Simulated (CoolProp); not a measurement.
CH2F2 (R32) along the isotherm 161.85 °C: Z from the reference equation and from simpler models built on Tc = 78.1 °C, pc = 57.83 bar, ω = 0.277; each cubic takes its own stable root.

Computed with CoolProp (reference Helmholtz-energy equation of state, Tillner-Roth 1997).

| p (bar) | phase | reference | Redlich-Kwong | Soave-Redlich-Kwong |
|---|---|---|---|---|
| 0.914 | gas | 0.9972 | 0.9971 | 0.9976 |
| 1.34 | gas | 0.9959 | 0.9958 | 0.9964 |
| 1.97 | gas | 0.9939 | 0.9938 | 0.9947 |
| 2.89 | gas | 0.9911 | 0.9910 | 0.9923 |
| 4.24 | gas | 0.9869 | 0.9867 | 0.9886 |
| 6.23 | gas | 0.9808 | 0.9804 | 0.9833 |
| 9.14 | gas | 0.9717 | 0.9712 | 0.9754 |
| 13.4 | gas | 0.9584 | 0.9576 | 0.9639 |
| 19.7 | gas | 0.9386 | 0.9373 | 0.9469 |
| 28.9 | gas | … | 0.9072 | 0.9220 |
| 42.4 | gas | 0.8660 | 0.8622 | 0.8855 |
| 62.3 | supercritical | … | 0.7946 | … |
| 91.4 | supercritical | 0.7085 | 0.6989 | 0.7626 |
| 134 | supercritical | … | 0.6103 | 0.6965 |
| 197 | supercritical | 0.5589 | 0.6271 | 0.6999 |
| 289 | supercritical | 0.6324 | 0.7431 | 0.7994 |

**Question.** Complete the blanks.

**Answer.** 
- 28.9, reference: 0.9094
- 62.3, reference: 0.8012
- 62.3, Soave-Redlich-Kwong: 0.8328
- 134, reference: 0.5996
